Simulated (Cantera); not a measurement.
Feed: 1 mol trisilylamine, 0.55 mol N2, at 0.950 bar.

These are equilibrium values from Cantera (NASA tables, ideal gas, pure condensed phases), not measurements of a reactor. Candidate condensed phases: Si, Si3N4; 18 gas species. The feed counts by its element totals alone. Mutual solubility and eutectic melting of coexisting phases are not modelled. Gases not in the tables: Si2H6 and higher silanes. The numbers say what is thermodynamically allowed, not how fast it happens.

Question: Which condensed phases are stable at each of these points (T (K)): 773, 973, 1173, 1373, 1573, 1773, 1973?

Answer: 
```tsv
T (K)	condensed phases	Si condensed (%)
773	Si(s) + Si3N4(s)	100.0
973	Si(s) + Si3N4(s)	100.0
1173	Si(s) + Si3N4(s)	100.0
1373	Si(s) + Si3N4(s)	100.0
1573	Si(s) + Si3N4(s)	100.0
1773	Si(l) + Si3N4(s)	100.0
1973	Si(l) + Si3N4(s)	100.0
```

From 773 K to 1573 K the condensed part is Si(s) + Si3N4(s). From 1773 K to 1973 K the condensed part is Si(l) + Si3N4(s).
